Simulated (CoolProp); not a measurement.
Saturated liquid density (kg/m³) of sulfur hexafluoride: the reference equation beside estimates from Tc = 45.6 °C, pc = 3755 kPa, ω = 0.210. Rackett uses Z = 0.29056 − 0.08775 ω.

Values from CoolProp's reference Helmholtz-energy equation of state, Guder 2009.

```json
[
 {"T (°C)": "-29.05", "reference": "1739", "Rackett": "1796", "van der Waals": "1109", "Redlich-Kwong": "1583", "Soave-Redlich-Kwong": "1642", "Peng-Robinson": "1863"},
 {"T (°C)": "-24.45", "reference": "1713", "Rackett": "1769", "van der Waals": "1091", "Redlich-Kwong": "1552", "Soave-Redlich-Kwong": "1611", "Peng-Robinson": "1828"},
 {"T (°C)": "-19.85", "reference": "1686", "Rackett": "1740", "van der Waals": "1073", "Redlich-Kwong": "1519", "Soave-Redlich-Kwong": "1579", "Peng-Robinson": "1792"},
 {"T (°C)": "-15.25", "reference": "1659", "Rackett": "1711", "van der Waals": "1055", "Redlich-Kwong": "1486", "Soave-Redlich-Kwong": "1546", "Peng-Robinson": "1754"},
 {"T (°C)": "-10.55", "reference": "1629", "Rackett": "1680", "van der Waals": "1035", "Redlich-Kwong": "1450", "Soave-Redlich-Kwong": "1510", "Peng-Robinson": "1713"},
 {"T (°C)": "-5.95", "reference": "1599", "Rackett": "1648", "van der Waals": "1014", "Redlich-Kwong": "1413", "Soave-Redlich-Kwong": "1472", "Peng-Robinson": "1671"},
 {"T (°C)": "-1.35", "reference": "1568", "Rackett": "1615", "van der Waals": "…", "Redlich-Kwong": "1375", "Soave-Redlich-Kwong": "1433", "Peng-Robinson": "1626"},
 {"T (°C)": "3.25", "reference": "1534", "Rackett": "1580", "van der Waals": "…", "Redlich-Kwong": "1334", "Soave-Redlich-Kwong": "1392", "Peng-Robinson": "1578"},
 {"T (°C)": "7.95", "reference": "1498", "Rackett": "1542", "van der Waals": "946.5", "Redlich-Kwong": "…", "Soave-Redlich-Kwong": "1346", "Peng-Robinson": "1526"},
 {"T (°C)": "12.55", "reference": "1461", "Rackett": "1503", "van der Waals": "921.2", "Redlich-Kwong": "1246", "Soave-Redlich-Kwong": "1299", "Peng-Robinson": "1471"},
 {"T (°C)": "17.15", "reference": "1420", "Rackett": "1460", "van der Waals": "894.1", "Redlich-Kwong": "…", "Soave-Redlich-Kwong": "1248", "Peng-Robinson": "1412"}
]
```

Q: Fill in the missing entries.

A: 
- -1.35, van der Waals: 993.1
- 3.25, van der Waals: 970.7
- 7.95, Redlich-Kwong: 1291
- 17.15, Redlich-Kwong: 1197

Absolute difference from the reference over all 11 rows, mean and median: Rackett 3.1 and 3.1 %, van der Waals 36.6 and 36.6 %, Redlich-Kwong 11.9 and 11.6 %, Soave-Redlich-Kwong 8.3 and 7.9 %, Peng-Robinson 4.1 and 4.5 %.
